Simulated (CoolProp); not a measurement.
A simple Rankine cycle with isobutene: condensing at 310.15 K, boiler at 2.07 MPa, turbine inlet 384.8 K, turbine efficiency 0.7, pump efficiency 0.8, no recuperator. Each further row changes one setting.

Model: reference Helmholtz-energy equation of state, Lemmon 2005, in CoolProp. It is a short technical equation, of lower accuracy than the large ones.

| case | thermal efficiency (%) | net work (kJ/kg) | heat in (kJ/kg) | turbine exit temperature (K) | volume ratio over the turbine |
|---|---|---|---|---|---|
| as stated | 10.0 | 43.0 | 431 | 333.6 | 5.52 |
| turbine inlet 404.8 K | 10.1 | 48.5 | 482 | 357.8 | 5.22 |
| condensing temperature 302.15 K | 11.1 | 49.8 | 451 | 328.0 | 6.94 |
| boiler pressure 1.45 MPa | 8.2 | 37.4 | 457 | 350.1 | 3.52 |
| turbine efficiency 0.6 | 8.4 | 36.4 | 431 | 337.1 | 5.60 |
